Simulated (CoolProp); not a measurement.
Saturated liquid density (kg/m³) of R236FA: the reference equation beside estimates from Tc = 398.1 K, pc = 3191 kPa, ω = 0.377. Rackett uses Z = 0.29056 − 0.08775 ω.

Computed with CoolProp (reference Helmholtz-energy equation of state, Pan 2012).

| T (K) | reference | Rackett | van der Waals | Redlich-Kwong | Soave-Redlich-Kwong | Peng-Robinson |
|---|---|---|---|---|---|---|
| 226.9 | 1578 | 1653 | 921.6 | 1361 | 1421 | 1601 |
| 244.8 | 1527 | 1599 | 894.2 | 1314 | 1380 | 1557 |
| 262.7 | 1474 | 1543 | 864.8 | 1263 | 1334 | ___ |
| 280.7 | 1418 | 1482 | 832.9 | 1206 | 1281 | 1450 |
| 298.6 | ___ | 1418 | 798.2 | 1144 | 1222 | 1385 |
| 316.6 | 1294 | 1348 | 759.7 | 1075 | 1153 | 1309 |
| 334.5 | 1222 | 1271 | 716.5 | ___ | 1073 | 1218 |
| 352.4 | 1140 | 1182 | 666.3 | 907.1 | ___ | 1108 |
| 370.4 | 1035 | 1072 | 604.4 | 796.9 | 855.1 | 966.4 |
| 388.3 | 877.0 | ___ | 516.4 | 644.6 | ___ | 759.9 |

Task: What belongs in the gaps?

Result: 
- 262.7, Peng-Robinson: 1507
- 298.6, reference: 1358
- 334.5, Redlich-Kwong: 997.3
- 352.4, Soave-Redlich-Kwong: 977.2
- 388.3, Rackett: 911.2
- 388.3, Soave-Redlich-Kwong: 680.1

Absolute difference from the reference over all 10 rows, mean and median: Rackett 4.2 and 4.3 %, van der Waals 41.4 and 41.3 %, Redlich-Kwong 17.8 and 16.3 %, Soave-Redlich-Kwong 12.6 and 10.5 %, Peng-Robinson 3.4 and 2.1 %.
